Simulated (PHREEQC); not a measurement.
Solution (94 °C): 0.0057 mol HCl, 0.0012 mol CuSO4 and 0.00087 mol MgSO4 per kg of water. Closed to the air; pH follows from the charge balance.

Equilibrium calculation in PHREEQC: ion-association model, phreeqc.dat.

This is a speciation only: nothing precipitates in the calculation.

**Question.** Predict the pH, specific conductance, ionic strength.

**Answer.** pH 2.39; specific conductance 6370 µS/cm; ionic strength 0.0104 mol/kgw.

**Question.** In which forms is Cl present?

**Answer.** Cl- 97 %, CuCl+ 2.5 % of the Cl.

At this temperature some constants are extrapolated from 25 °C, and those without enthalpy data are left unchanged.
